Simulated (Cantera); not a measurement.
A freely propagating, adiabatic, planar premixed flame of C3H8 : O2 : N2 = 1 : 4.17 : 15.7 (molar parts), equivalence ratio 1.2, unburnt at 700 K and 1.00 bar; multicomponent transport, grid criteria slope 0.08 and curve 0.16, no radiation.

Cantera simulation using GRI-Mech 3.0 (53 species, 325 reactions); the numbers are that mechanism's predictions, not measurements. GRI-Mech 3.0 was tuned for natural gas; its chemistry of propane as a main component is partial and can be far from experiment. Burning velocities carry a grid error of a few per cent, more on coarse grids.

Question: Predict: laminar burning velocity; thermal thickness; peak x(HO2); peak x(CH2CO).

Answer: 
```
Item                        Result
------------------------  --------
laminar burning velocity  208 cm/s
thermal thickness         0.247 mm
peak x(HO2)               0.000335
peak x(CH2CO)              0.00188
```
